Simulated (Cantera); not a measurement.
A closed system holds: 1 mol C2H2, 12 mol H2, equilibrated at 2250 K and 23300 Torr.

Cantera equilibrium calculation (NASA polynomials, part measured and part estimated; ideal gas, pure solids and liquids). Candidate condensed phases: C, C6H6, C7H8, C8H18; 76 gas species. The ideal-gas law is rough above about 30 bar. The numbers say what is thermodynamically allowed, not how fast it happens.

Base state: H2 0.988, CH4 0.00716, C2H2 (acetylene) 0.00331, H 0.00133, C2H4 0.000197, CH3 0.000182 (mole fractions); condensed: C(graphite).

Problem. What changes in the equilibrium state with this change: temperature from 2250 K to 1825 K?

Solution. 
```
species             before     after
----------------  --------  --------
H2                   0.988     0.979
CH4                0.00716    0.0210
C2H2 (acetylene)   0.00331  0.000210
H                  0.00133   7.82e-5
CH3               0.000182   3.40e-5
C2H4              0.000197  0.000126
C(graphite), mol      1.81      1.72
```

Problem. What changes in the equilibrium state with this change: temperature from 2250 K to 725 K?

Solution. 
| species | before | after |
|---|---|---|
| H2 | 0.988 | 0.818 |
| CH4 | 0.00716 | 0.182 |
| C2H2 (acetylene) | 0.00331 | <1e-9 |
| H | 0.00133 | <1e-9 |
| C2H4 | 0.000197 | <1e-9 |
| C(graphite), mol | 1.81 | 0 |

Problem. What changes in the equilibrium state with this change: pressure from 23300 Torr to 39800 Torr?

Solution. 
```tsv
species	before	after
H2	0.988	0.983
CH4	0.00716	0.0121
C2H2 (acetylene)	0.00331	0.00329
H	0.00133	0.00101
C2H4	0.000197	0.000334
CH3	0.000182	0.000237
C(graphite), mol	1.81	1.75
```
